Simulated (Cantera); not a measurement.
# Premixed flame

A freely propagating, adiabatic, planar premixed flame of C3H8 : O2 : N2 : H2O = 1 : 5.75 : 21.6 : 1.7 (molar parts), unburnt at 598 K and 230000 Pa; mixture-averaged transport, grid criteria slope 0.08 and curve 0.16, no radiation.

Model: GRI-Mech 3.0 (53 species, 325 reactions), integrated in Cantera. GRI-Mech 3.0 was tuned for natural gas; its chemistry of propane as a main component is partial and can be far from experiment. Burning velocities carry a grid error of a few per cent, more on coarse grids.

```tsv
z (mm)	T (K)	u (m/s)	x C3H8	x O2	x H2O2	x CH3	x HO2	x N2O
-0.488	598	1.00	0.0333	0.191	2.50e-8	<1e-8	1.05e-7	<1e-8
-0.325	600	1.01	0.0332	0.191	3.79e-7	2.33e-8	1.58e-6	<1e-8
-0.244	606	1.02	0.0331	0.190	1.41e-6	9.71e-8	5.96e-6	<1e-8
-0.163	644	1.09	0.0327	0.186	7.76e-6	1.34e-6	3.51e-5	<1e-8
-0.0813	917	1.58	0.0260	0.158	3.93e-5	0.000167	0.000188	1.88e-8
-0.0406	1270	2.24	0.0113	0.121	4.34e-5	0.00107	0.000336	5.60e-8
0	1647	2.96	0.000506	0.0782	4.00e-6	0.000999	0.000241	1.35e-7
0.0406	1828	3.28	6.13e-7	0.0531	9.66e-7	0.000108	4.68e-5	2.48e-7
0.0813	1901	3.40	<1e-8	0.0433	7.68e-7	6.30e-6	2.39e-5	3.32e-7
0.163	1989	3.53	<1e-8	0.0362	5.79e-7	2.36e-8	1.56e-5	3.87e-7
0.325	2084	3.67	<1e-8	0.0315	4.01e-7	<1e-8	9.44e-6	4.18e-7
0.650	2167	3.80	<1e-8	0.0281	2.74e-7	<1e-8	5.27e-6	4.48e-7
1.30	2222	3.88	<1e-8	0.0258	2.04e-7	<1e-8	3.27e-6	4.30e-7
```
x: mole fraction of selected species; z is measured from the peak of heat release.

```json
{
  "laminar_burning_velocity": "100 cm/s",
  "thermal_thickness": "0.163 mm",
  "peak x(H2O2)": "4.84e-5",
  "peak x(CH3)": "0.00145",
  "peak x(HO2)": "0.000375",
  "grid_points": "136"
}
```
